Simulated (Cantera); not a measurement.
An adiabatic, constant-pressure homogeneous reactor starts with CH4 : O2 : N2 = 1 : 1.11 : 10.6 (molar parts), equivalence ratio 1.8, at 1350 K and 1.78 atm. Integrator tolerance rtol = 1e-08.

Computed with Cantera and GRI-Mech 3.0 (53 species, 325 reactions).

What does this change do: constant volume in place of constant pressure?


```csv
quantity,before,after
time of steepest temperature rise,14.1 ms,13.0 ms
temperature at 0.200 s,2020 K,2228 K
equilibrium temperature,2020 K,2228 K
x(CH4) at 0.200 s,3.78e-11 (gas-phase equilibrium 3.89e-11),3.01e-11 (gas-phase equilibrium 3.41e-11)
x(O2) at 0.200 s,7.26e-8 (gas-phase equilibrium 7.28e-8),7.21e-7 (gas-phase equilibrium 7.21e-7)
x(OH) at 0.200 s,4.13e-5 (gas-phase equilibrium 4.13e-5),0.000158 (gas-phase equilibrium 0.000158)
x(C2H6) at 0.200 s,<1e-12 (gas-phase equilibrium <1e-12),<1e-12 (gas-phase equilibrium <1e-12)
x(CH2CO) at 0.200 s,<1e-12 (gas-phase equilibrium <1e-12),<1e-12 (gas-phase equilibrium <1e-12)
```

What does this change do: N2 10.6 to 4.6 parts?


| quantity | before | after |
|---|---|---|
| time of steepest temperature rise | 14.1 ms | 5.93 ms |
| temperature at 0.200 s | 2020 K | 2457 K |
| equilibrium temperature | 2020 K | 2457 K |
| x(CH4) at 0.200 s | 3.78e-11 (gas-phase equilibrium 3.89e-11) | 1.76e-11 (gas-phase equilibrium 1.98e-11) |
| x(O2) at 0.200 s | 7.26e-8 (gas-phase equilibrium 7.28e-8) | 1.69e-5 (gas-phase equilibrium 1.69e-5) |
| x(OH) at 0.200 s | 4.13e-5 (gas-phase equilibrium 4.13e-5) | 0.00121 (gas-phase equilibrium 0.00121) |
| x(C2H6) at 0.200 s | <1e-12 (gas-phase equilibrium <1e-12) | <1e-12 (gas-phase equilibrium <1e-12) |
| x(CH2CO) at 0.200 s | <1e-12 (gas-phase equilibrium <1e-12) | <1e-12 (gas-phase equilibrium <1e-12) |
